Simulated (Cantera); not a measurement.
An isothermal, constant-pressure homogeneous reactor starts with 13.7 % C2H6, 86.3 % N2, at 1875 K and 1330 Pa.

Cantera simulation using GRI-Mech 3.0 (53 species, 325 reactions); the numbers are that mechanism's predictions, not measurements. GRI-Mech 3.0 stops at C3 and has no aromatics, soot or wall deposition, so with more carbon than oxygen in the feed, carbon stays in small species such as C2H2 where larger ones or solid carbon would form. Radical loss at walls, strong at low pressure, is not modelled.

One state of this run: x C2H6 = 0.0122; x C2H4 = 0.0452; x H = 0.00440; x HCN = 7.02e-6; x C2H = 1.02e-5; x CH2 = 0.000311. x: mole fraction; the columns are a selection and need not sum to one.

### Question
Which value of t (s) does it belong to?
A) 7.00e-6
B) 0.000233
C) 1.50
D) 0.00135

### Answer
B, 0.000233
